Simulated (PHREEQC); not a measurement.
Dissolve 0.22 mol/kgw HF, 0.00051 mol/kgw NH4F and 0.12 mol/kgw H2SiF6 at 53 °C. Closed to the air; pH follows from the charge balance.

All values are PHREEQC results (ion-association model, phreeqc.dat), not measurements.

This is a speciation only: nothing precipitates in the calculation.

**Question.** Order these F species by the share of F that they hold, largest first: HF2-, HF, SiF6-2.

**Answer.** SiF6-2 (77 %), HF (23 %), HF2- (0.15 %)

The pH is 0.73 and the ionic strength 0.361 mol/kgw. Constants without temperature data keep their 25 °C values here. SiF6-2 is the database's only silicon fluoride.
